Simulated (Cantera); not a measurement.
Standard-state values (1 bar) from the NASA 1993 polynomials, evaluated with Cantera. Values are per mole of reaction as written; species without (g) are pure solids or liquids, kept so even where they would boil at 1 bar.

### Question
Between 1350 and 2350 K, where is each reaction favourable under standard conditions?
- 2 NO(g) + Nb ⇌ NbO2(g) + 2 N(g)
- NO2(g) + 4 NbO2(g) ⇌ 2 Nb2O5 + N(g)

### Answer
- 2 NO(g) + Nb ⇌ NbO2(g) + 2 N(g): ΔG° is 395 kJ at 1350 K and 271 kJ at 2350 K; it stays positive (K < 1). ΔH° is 559 kJ and ΔS° 123 J/K at 2350 K.
- NO2(g) + 4 NbO2(g) ⇌ 2 Nb2O5 + N(g): ΔG° is -1424 kJ at 1350 K and -758 kJ at 2350 K; it stays negative (K > 1). ΔH° is -2091 kJ and ΔS° -567 J/K at 2350 K.
